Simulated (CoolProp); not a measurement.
Vapour-liquid equilibrium of methanol (1) + dimethyl carbonate (2) at 142.85 °C; x and y are mole fractions of (1).

Model: multi-fluid Helmholtz-energy mixture model, de Reuck 1993 and Zhou 2011; pair parameters Bell 2016, in CoolProp.

| x | bubble pressure, mixture model (bar) | bubble pressure, Raoult's law (bar) | y, mixture model | y, Raoult's law |
|---|---|---|---|---|
| 0.05 | 5.118 | 4.623 | 0.189 | 0.127 |
| 0.2 | 7.157 | 5.741 | 0.471 | 0.408 |
| 0.35 | 8.630 | 6.860 | 0.610 | 0.597 |
| 0.5 | 9.718 | 7.978 | 0.702 | 0.734 |
| 0.65 | 10.55 | 9.097 | 0.778 | 0.836 |
| 0.8 | 11.19 | 10.22 | 0.857 | 0.917 |
| 0.95 | 11.63 | 11.33 | 0.957 | 0.981 |

The largest gap from Raoult's law is +25.8 % in bubble pressure, at x = 0.35. No azeotrope shows between x = 0.05 and 0.95.

Pair parameters are fitted to limited data, so mixtures are less certain than the pure fluids.
